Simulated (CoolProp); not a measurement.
Propyne along the isotherm 67.95 °C: Z from the reference equation and from simpler models built on Tc = 129.6 °C, pc = 5.658 MPa, ω = 0.204; each cubic takes its own stable root.

Computed with CoolProp (reference Helmholtz-energy equation of state, Polt 1992). This equation is an older, rougher fit; its heat capacities, sound speeds and derivatives of the liquid may be far off and weren't checked against measurements.

| p (MPa) | phase | reference |
|---|---|---|
| 0.53 | gas | 0.9413 |
| 1.06 | gas | 0.8739 |
| 1.59 | gas | 0.7920 |
| 2.12 | liquid | 0.05573 |
| 2.65 | liquid | 0.06942 |
| 3.18 | liquid | 0.08303 |
| 3.71 | liquid | 0.09656 |
| 4.24 | liquid | 0.1100 |
| 4.77 | liquid | 0.1234 |
| 5.3 | liquid | 0.1367 |
| 5.83 | liquid | 0.1500 |
| 6.36 | liquid | 0.1631 |
| 6.9 | liquid | 0.1765 |
| 7.43 | liquid | 0.1896 |
| 7.96 | liquid | 0.2026 |
| 8.49 | liquid | 0.2156 |

### Question
How far does each simpler model (van der Waals, Redlich-Kwong, Soave-Redlich-Kwong, Peng-Robinson) lie from the reference over these 16 states: mean and median of the absolute difference, and the worst?

### Answer
- van der Waals: mean 183.4 %, median 57.5 %, worst +1332.8 % at 67.95 °C and 2.12 MPa
- Redlich-Kwong: mean 13.0 %, median 14.8 %, worst +18.1 % at 67.95 °C and 2.12 MPa
- Soave-Redlich-Kwong: mean 9.6 %, median 11.1 %, worst +13.0 % at 67.95 °C and 2.12 MPa
- Peng-Robinson: mean 1.2 %, median 1.2 %, worst -2.3 % at 67.95 °C and 8.49 MPa

At some of these states van der Waals gives the other phase, because its saturation line lies elsewhere.
